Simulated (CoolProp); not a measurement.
Propylene along the isobar 1.59 MPa: fugacity coefficient from the reference equation and from simpler models built on Tc = 91.1 °C, pc = 4.555 MPa, ω = 0.146; each cubic takes its own stable root.

Computed with CoolProp (reference Helmholtz-energy equation of state, Lemmon 2013).

```json
[
 {"T (°C)": "88.25", "phase": "gas", "reference": "0.8795"},
 {"T (°C)": "109.85", "phase": "gas", "reference": "0.8997"},
 {"T (°C)": "131.45", "phase": "gas", "reference": "0.9158"},
 {"T (°C)": "153.05", "phase": "gas", "reference": "0.9288"},
 {"T (°C)": "174.65", "phase": "gas", "reference": "0.9395"},
 {"T (°C)": "196.25", "phase": "gas", "reference": "0.9484"},
 {"T (°C)": "217.85", "phase": "gas", "reference": "0.9559"},
 {"T (°C)": "239.35", "phase": "gas", "reference": "0.9622"},
 {"T (°C)": "260.95", "phase": "gas", "reference": "0.9675"}
]
```

Problem. How far does each simpler model (van der Waals, Redlich-Kwong, Soave-Redlich-Kwong, Peng-Robinson) lie from the reference over these 9 states: mean and median of the absolute difference, and the worst?

Solution. 
- van der Waals: mean 0.6 %, median 0.5 %, worst +1.8 % at 88.25 °C and 1.59 MPa
- Redlich-Kwong: mean 0.2 %, median 0.3 %, worst -0.4 % at 260.95 °C and 1.59 MPa
- Soave-Redlich-Kwong: mean 0.2 %, median 0.2 %, worst +0.4 % at 260.95 °C and 1.59 MPa
- Peng-Robinson: mean 0.8 %, median 0.8 %, worst -1.2 % at 88.25 °C and 1.59 MPa
